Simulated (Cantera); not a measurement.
# Pyrogenic steam for wet oxidation

An isothermal, constant-pressure homogeneous reactor starts with 32.1 % H2, 36.1 % O2, 31.8 % N2, equivalence ratio 0.45, at 1075 K and 0.132 atm.

Model: GRI-Mech 3.0 (53 species, 325 reactions), integrated in Cantera. The temperature is held fixed by assumption; the heat of reaction is taken as removed at once.

| t (s) | x H2 | x O2 | x NO | x N2O | x H2O2 | x H2O |
|---|---|---|---|---|---|---|
| 9.00e-6 | 0.321 | 0.361 | <1e-12 | <1e-12 | <1e-12 | 1.37e-10 |
| 2.63e-5 | 0.321 | 0.361 | <1e-12 | <1e-12 | 2.11e-12 | 2.20e-9 |
| 7.66e-5 | 0.321 | 0.361 | <1e-12 | <1e-12 | 2.30e-11 | 8.84e-8 |
| 0.000224 | 0.321 | 0.361 | <1e-12 | 2.11e-12 | 3.15e-8 | 0.000409 |
| 0.000652 | 0.0108 | 0.240 | 1.66e-6 | 9.18e-9 | 8.19e-6 | 0.362 |
| 0.00190 | 0.00108 | 0.239 | 1.68e-6 | 1.31e-8 | 3.91e-6 | 0.381 |
| 0.00555 | 0.000169 | 0.239 | 1.65e-6 | 1.41e-8 | 1.40e-6 | 0.382 |
| 0.0162 | 1.93e-5 | 0.239 | 1.63e-6 | 1.45e-8 | 4.30e-7 | 0.383 |
| 0.0473 | 1.56e-6 | 0.239 | 1.64e-6 | 1.47e-8 | 1.25e-7 | 0.383 |
| 0.138 | 1.69e-7 | 0.239 | 1.67e-6 | 1.48e-8 | 3.82e-8 | 0.383 |
| 0.403 | 3.96e-8 | 0.239 | 1.68e-6 | 1.49e-8 | 1.26e-8 | 0.383 |
| 1.17 | 1.19e-8 | 0.239 | 1.69e-6 | 1.49e-8 | 4.34e-9 | 0.383 |
| 3.43 | 4.08e-9 | 0.239 | 1.69e-6 | 1.47e-8 | 1.56e-9 | 0.383 |
| 10.0 | 1.89e-9 | 0.239 | 1.68e-6 | 1.40e-8 | 6.67e-10 | 0.383 |
x: mole fraction; the columns are a selection and need not sum to one.

Equilibrium at this temperature and pressure: H2 1.51e-9, O2 0.239, NO 5.01e-5, N2O 9.71e-10, H2O2 4.70e-10, H2O 0.383 (gas phase only).
